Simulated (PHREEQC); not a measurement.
A PHREEQC input (ion-association model, phreeqc.dat):

```
SOLUTION 1
  temp 77
  units mg/L
  pH 6.81 charge
  pe 11.4
  Na 103
  K 10.1
  Ca 145
  Mg 11.2
  Cl 116
  S(6) 283 as SO4
  Alkalinity 234 as HCO3
  O(0) 0.0892
END
USE solution 1
EQUILIBRIUM_PHASES 1
  Quartz 0 0.5
  CO2(g) -2.5 10
END
```

It stops with these messages:

```
ERROR: pH adustment cannot attain charge balance when alkalinity is fixed.
ERROR: Program terminating due to input errors.
```

The fault: pH asked from the charge balance while alkalinity is fixed. The line should read `pH 6.81` where the input has `pH 6.81 charge`. With the mend the run ends at pH 8.12 and ionic strength 0.0161 mol/kgw.
